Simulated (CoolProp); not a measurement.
Vapour-liquid equilibrium of R125 (1) + R236FA (2) at 0.118 MPa; x and y are mole fractions of (1).

Values from CoolProp's multi-fluid Helmholtz-energy mixture model, Lemmon 2005 and Pan 2012; pair parameters Bell 2016.

| x | bubble temperature, mixture model (°C) | bubble temperature, Raoult's law (°C) | y, mixture model | y, Raoult's law |
|---|---|---|---|---|
| 0.05 | -3.3 | -3.6 | 0.234 | 0.253 |
| 0.2 | -16.1 | -16.6 | 0.628 | 0.649 |
| 0.35 | -25.0 | -25.3 | 0.802 | 0.816 |
| 0.5 | -31.5 | -31.7 | 0.890 | 0.900 |
| 0.65 | -36.5 | -36.7 | 0.941 | 0.947 |
| 0.8 | -40.5 | -40.7 | 0.973 | 0.976 |
| 0.95 | -43.9 | -44.0 | 0.994 | 0.995 |

The largest gap from Raoult's law is +0.5 K in bubble temperature, at x = 0.2. No azeotrope shows between x = 0.05 and 0.95.

Pair parameters are fitted to limited data, so mixtures are less certain than the pure fluids.
